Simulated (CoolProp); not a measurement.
n-butane at 237.58 K and 0.00467 MPa is compressed adiabatically to 0.0181 MPa with isentropic efficiency 0.85. Each further row changes one setting.

Model: reference Helmholtz-energy equation of state, Bücker 2006, in CoolProp.

```
case             work (kJ/kg)  final temperature (K)  final density (kg/m³)
---------------  ------------  ---------------------  ---------------------
as stated                 [?]                    [?]                  0.462
efficiency 1              [?]                    [?]                    [?]
efficiency 0.65           [?]                    [?]                  0.444
```

Question: What belongs in the gaps?

Answer: 
- as stated, work (kJ/kg): 57.6
- as stated, final temperature (K): 275.8
- efficiency 1, work (kJ/kg): 49.0
- efficiency 1, final temperature (K): 270.4
- efficiency 1, final density (kg/m³): 0.471
- efficiency 0.65, work (kJ/kg): 75.3
- efficiency 0.65, final temperature (K): 286.7
